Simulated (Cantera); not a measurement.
# Low-pressure radical oxidation in H2/O2

An isothermal, constant-pressure homogeneous reactor starts with 5.39 % H2, 94.6 % O2, equivalence ratio 0.029, at 1050 K and 25.5 Torr.

Model: the H2/O2 subset of GRI-Mech 3.0, which has no nitrogen chemistry, integrated in Cantera. Radical loss at walls, strong at low pressure, is not modelled. The temperature is held fixed by assumption; the heat of reaction is taken as removed at once.

```
t (s)         x H2   x O2     x H2O       x H       x O
--------  --------  -----  --------  --------  --------
3.00e-6     0.0539  0.946    <1e-12  1.34e-11    <1e-12
1.27e-5     0.0539  0.946  1.13e-12  5.13e-11  8.65e-12
5.38e-5     0.0539  0.946  5.92e-11  1.84e-10  1.22e-10
0.000228    0.0539  0.946   2.98e-9   1.59e-9   2.37e-9
0.000965    0.0539  0.946   7.49e-6   2.77e-6   4.56e-6
0.00409   0.000962  0.929    0.0509   0.00417    0.0132
0.0173     7.35e-5  0.943    0.0550   9.59e-5   0.00126
0.0734     4.10e-6  0.944    0.0554   1.46e-6   7.76e-5
0.311      2.86e-7  0.945    0.0554   3.75e-8   6.70e-6
1.32       3.26e-8  0.945    0.0554   1.87e-9   9.09e-7
5.57       5.36e-9  0.945    0.0554  1.41e-10   1.63e-7
23.6       1.07e-9  0.945    0.0554  1.33e-11   3.37e-8
100       2.51e-10  0.945    0.0554  1.56e-12   8.03e-9
```
x: mole fraction; the columns are a selection and need not sum to one.

Equilibrium at this temperature and pressure: H2 1.13e-10, O2 0.945, H2O 0.0554, H <1e-12, O 3.55e-9 (gas phase only).
